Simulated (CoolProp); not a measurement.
Properties of sulfur dioxide at several states.

Values from CoolProp's reference Helmholtz-energy equation of state, Gao 2016.

```tsv
T (K)	p (MPa)	phase	Z	cp (kJ/(kg K))	isothermal compressibility (1/MPa)	expansivity (1/kK)
523.5	0.19	gas	0.9959	0.7409	5.285	1.940
362.9	0.0131	gas	0.9990	0.6601	76.42	2.766
330.4	0.735	gas	[?]	[?]	[?]	[?]
369.8	19.1	liquid	[?]	1.436	[?]	[?]
```

What belongs in the gaps?


- 330.4, Z: 0.9102
- 330.4, cp (kJ/(kg K)): 0.7895
- 330.4, isothermal compressibility (1/MPa): 1.508
- 330.4, expansivity (1/kK): 4.248
- 369.8, Z: 0.3294
- 369.8, isothermal compressibility (1/MPa): 0.003001
- 369.8, expansivity (1/kK): 2.535
